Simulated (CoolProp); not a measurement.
Properties of fluorine along the isobar 3720 kPa.

Model: reference Helmholtz-energy equation of state, de Reuck 1990, in CoolProp.

```tsv
T (°C)	phase	Z	cp (kJ/(kg K))	cv (kJ/(kg K))	speed of sound (m/s)	expansivity (1/kK)
-160.05	liquid	0.1162	1.663	0.7471	600.2	7.074
-144.45	liquid	0.1177	2.065	0.7242	___	12.58
-128.85	gas	0.6956	1.602	0.6810	___	21.68
-113.35	gas	0.8035	1.160	0.6288	201.1	12.31
-97.75	gas	0.8625	___	0.6083	217.8	9.106
-82.15	gas	0.8998	0.9503	0.5975	231.8	7.394
-66.55	gas	0.9252	0.9103	0.5921	244.0	6.306
-51.05	gas	0.9431	0.8864	0.5903	___	5.548
-35.45	gas	0.9565	0.8720	0.5910	265.3	4.979
-19.85	gas	0.9666	0.8638	0.5936	274.8	4.533
-4.25	gas	0.9744	0.8598	0.5976	283.8	4.174
11.25	gas	0.9805	0.8587	0.6024	292.3	3.877
26.85	gas	0.9855	0.8595	0.6079	300.4	3.624
```

**Question.** What belongs in the gaps?

**Answer.** 
- -144.45, speed of sound (m/s): 433.4
- -128.85, speed of sound (m/s): 178.7
- -97.75, cp (kJ/(kg K)): 1.020
- -51.05, speed of sound (m/s): 255.1
